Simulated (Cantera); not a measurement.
A closed system holds: 1 mol CO, 95 mol H₂, at 450 °C and 0.100 bar.

Cantera equilibrium calculation (NASA polynomials, part measured and part estimated; ideal gas, pure solids and liquids). Candidate condensed phases: C, C₆H₆, C₇H₈, C₈H₁₈, H₂O; 110 gas species. The numbers say what is thermodynamically allowed, not how fast it happens.

Base state: H₂ 0.979, CH₄ 0.0106, H₂O 0.0106, CO 1.11e-5 (mole fractions); condensed: gas only.

Task: What changes in the equilibrium state with this change: temperature from 450 °C to 2525 °C?

Result: 
```json
[
 {"species": "H₂", "before": "0.979", "after": "0.766"},
 {"species": "H", "before": "<1e-9", "after": "0.225"},
 {"species": "CO", "before": "1.11e-5", "after": "0.00924"},
 {"species": "CH₄", "before": "0.0106", "after": "2.88e-8"},
 {"species": "H₂O", "before": "0.0106", "after": "1.79e-6"}
]
```

Task: What changes in the equilibrium state with this change: H₂ from 95 to 9.1 mol?

Result: 
| species | before | after |
|---|---|---|
| H₂ | 0.979 | 0.765 |
| CH₄ | 0.0106 | 0.116 |
| H₂O | 0.0106 | 0.113 |
| CO₂ | 9.23e-7 | 0.00307 |
| CO | 1.11e-5 | 0.00271 |
